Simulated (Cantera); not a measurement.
Gas activation for diamond growth

A perfectly stirred reactor is fed with CH4 : H2 = 0.084 : 1 (molar parts), at 0.0132 atm; it is held at 2600 K, and followed from long to short residence time.

Model: GRI-Mech 3.0 (53 species, 325 reactions), integrated in Cantera. GRI-Mech 3.0 stops at C3 and has no aromatics, soot or wall deposition, so with more carbon than oxygen in the feed, carbon stays in small species such as C2H2 where larger ones or solid carbon would form. Radical loss at walls, strong at low pressure, is not modelled.

```csv
τ (s),x CH4,x H2,x C2H,x H,x CH2,x C2H6,x CH3
0.44,2.54e-5,0.793,0.000619,0.174,3.37e-5,2.30e-11,9.57e-5
0.29,5.36e-5,0.823,0.000499,0.143,4.43e-5,9.04e-11,0.000160
0.19,0.000119,0.852,0.000390,0.114,5.74e-5,3.82e-10,0.000274
0.13,0.000231,0.873,0.000313,0.0927,7.04e-5,1.27e-9,0.000426
0.084,0.000455,0.890,0.000250,0.0752,8.63e-5,4.23e-9,0.000668
0.055,0.000804,0.901,0.000208,0.0633,0.000103,1.16e-8,0.000981
0.037,0.00129,0.908,0.000178,0.0551,0.000120,2.66e-8,0.00136
0.024,0.00206,0.914,0.000153,0.0482,0.000141,6.05e-8,0.00189
0.016,0.00309,0.919,0.000133,0.0432,0.000161,1.23e-7,0.00253
0.011,0.00439,0.921,0.000118,0.0394,0.000182,2.29e-7,0.00327
0.0070,0.00655,0.923,0.000101,0.0355,0.000207,4.60e-7,0.00438
```
x: mole fraction; the columns are a selection and need not sum to one.
